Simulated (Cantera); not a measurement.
Charge: 1 mol (CH3)2SiCl2, 0.095 mol CH4, 7.9 mol H2, 0.24 mol HCl, held at 2000 °C and 400 Pa.

These are equilibrium values from Cantera (NASA tables, ideal gas, pure condensed phases), not measurements of a reactor. Candidate condensed phases: C, C6H6, C7H8, C8H18, Si, SiC; 109 gas species. The feed counts by its element totals alone. The tables' values for SiCl are old estimates; treat these amounts as uncertain. Gases not in the tables: Si2H6 and higher silanes. The numbers say what is thermodynamically allowed, not how fast it happens.

Base state: H2 0.698, HCl 0.134, H 0.111, Si 0.0243, Cl 0.0154, SiCl2 0.00619, SiC2 0.00306, C2H2 (acetylene) 0.00263 (mole fractions); condensed: C(graphite) + SiC(s).

**Question.** What changes in the equilibrium state with this change: temperature from 2000 °C to 1077 °C?

**Answer.** 
```
species             before     after
----------------  --------  --------
H2                   0.698     0.819
HCl                  0.134     0.181
SiCl2              0.00619  0.000426
H                    0.111   3.41e-5
Si                  0.0243     <1e-9
Cl                  0.0154   6.27e-6
SiC2               0.00306     <1e-9
Si2C               0.00182     <1e-9
SiH               0.000496     <1e-9
SiCl               0.00231   7.21e-9
Si2                5.95e-5     <1e-9
C(graphite), mol      1.46      1.10
SiC(s), mol          0.453     0.994
```
The tables' values for SiCl3 are old estimates; treat these amounts as uncertain.
